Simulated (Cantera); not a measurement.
An isothermal, constant-pressure homogeneous reactor starts with 0.313 % CH2O, 0.344 % O2, 99.3 % N2, at 1025 K and 1400000 Pa.

Model: GRI-Mech 3.0 (53 species, 325 reactions), integrated in Cantera. The pressure lies above the range GRI-Mech 3.0 was tuned for (to about 10 atm).

x: mole fraction; the columns are a selection and need not sum to one.

| t (s) | x CH2O | x O2 | x C2H2 | x CH2 | x CH4 | x H2O | x N2O |
|---|---|---|---|---|---|---|---|
| 0.000500 | 0.00313 | 0.00344 | <1e-12 | <1e-12 | <1e-12 | 6.65e-7 | 1.30e-12 |
| 0.00126 | 0.00302 | 0.00338 | <1e-12 | <1e-12 | 2.10e-11 | 2.69e-5 | 2.71e-11 |
| 0.00316 | 0.000974 | ___ | <1e-12 | 1.72e-12 | 1.06e-9 | 0.00104 | 4.38e-10 |
| 0.00794 | 2.36e-6 | 0.00222 | <1e-12 | <1e-12 | 1.29e-9 | 0.00217 | 4.97e-9 |
| 0.0199 | 3.44e-7 | 0.00215 | <1e-12 | <1e-12 | 1.15e-9 | 0.00227 | 8.18e-9 |
| 0.0501 | 2.98e-8 | 0.00204 | <1e-12 | <1e-12 | 1.00e-9 | 0.00237 | 1.28e-8 |
| 0.126 | 3.27e-10 | ___ | <1e-12 | <1e-12 | 7.37e-10 | 0.00256 | 2.30e-8 |
| 0.317 | 5.48e-11 | ___ | <1e-12 | <1e-12 | 3.87e-10 | 0.00281 | 4.51e-8 |
| 0.796 | 1.86e-11 | ___ | <1e-12 | <1e-12 | 1.20e-10 | 0.00302 | 8.76e-8 |
| 2.00 | 4.37e-12 | ___ | <1e-12 | <1e-12 | 1.86e-11 | 0.00311 | 1.57e-7 |

Question: Fill in the missing entries.

Answer: 
- 0.00316, x O2: 0.00268
- 0.126, x O2: 0.00185
- 0.317, x O2: 0.00154
- 0.796, x O2: 0.00119
- 2.00, x O2: 0.000872
